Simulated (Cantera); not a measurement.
Feed: 1 mol Ta, 3.6 mol N2O, at 2075 K and 2.30e-5 bar.

Method: chemical equilibrium by Gibbs-energy minimisation in Cantera with the NASA 1993 tables (ideal gas, pure condensed phases). Candidate condensed phases: Ta, Ta2O5; 12 gas species. Equilibrium is a limit: real reactors are often held back by kinetics, nucleation or transport.

Task: What is the equilibrium state?

Result: 
| Quantity | Result |
|---|---|
| x(N2) | 0.828 |
| x(O2) | 0.0888 |
| x(O) | 0.0724 |
| x(NO) | 0.00623 |
| x(TaO2) | 0.00461 |
| n(Ta2O5(l)) | 0.490 mol |
| gas amount | 4.332 mol |
| log10 activity of Ta(s) (absent) | -7.66 |
